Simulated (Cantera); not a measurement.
A perfectly stirred reactor is fed with 8.14 % CH₄, 24.7 % O₂, 64.1 % N₂, 3.09 % H₂O, equivalence ratio 0.66, at 0.210 bar; it is adiabatic with a 350 K inlet, and is followed from long to short residence time, starting on the burning branch (τ in s: 0.037, 0.021, 0.012, 0.007, 0.004, 0.0023, 0.0013, 0.00077, 0.00044, 0.00025, 0.00015, 8.3e-05).

Model: GRI-Mech 3.0 (53 species, 325 reactions), integrated in Cantera.

x: mole fraction; the columns are a selection and need not sum to one.

```csv
τ (s),T (K),x CH₄,x O₂,x H₂O,x HCO,x CH₂O,x N₂O,x C₂H₂
0.037,2000,1.71e-5,0.0838,0.185,2.15e-7,2.65e-6,1.01e-7,3.52e-10
0.021,1972,2.54e-5,0.0843,0.183,3.81e-7,3.90e-6,9.05e-8,5.24e-10
0.012,1938,3.83e-5,0.0849,0.181,6.64e-7,5.73e-6,8.00e-8,7.97e-10
0.0070,1900,5.80e-5,0.0857,0.179,1.12e-6,8.36e-6,7.09e-8,1.25e-9
0.0040,1856,9.17e-5,0.0867,0.176,1.93e-6,1.26e-5,6.30e-8,2.17e-9
0.0023,1809,0.000150,0.0880,0.173,3.26e-6,1.94e-5,5.64e-8,4.12e-9
0.0013,1757,0.000259,0.0900,0.170,5.61e-6,3.13e-5,5.08e-8,9.06e-9
0.00077,1707,(withheld),0.0926,0.168,(withheld),(withheld),(withheld),(withheld)
0.00044,1650,0.000905,0.0974,0.166,1.63e-5,9.31e-5,4.11e-8,6.90e-8
0.00025,1570,0.00241,0.108,0.163,3.02e-5,0.000215,3.14e-8,4.19e-7
0.00015,350,0.0814,0.247,0.0309,<1e-12,<1e-12,<1e-12,<1e-12
8.3e-5,350,0.0814,0.247,0.0309,<1e-12,<1e-12,<1e-12,<1e-12
```

Some entries are withheld; supply them.


- 0.00077, x CH₄: 0.000453
- 0.00077, x HCO: 9.29e-6
- 0.00077, x CH₂O: 5.10e-5
- 0.00077, x N₂O: 4.62e-8
- 0.00077, x C₂H₂: 2.16e-8
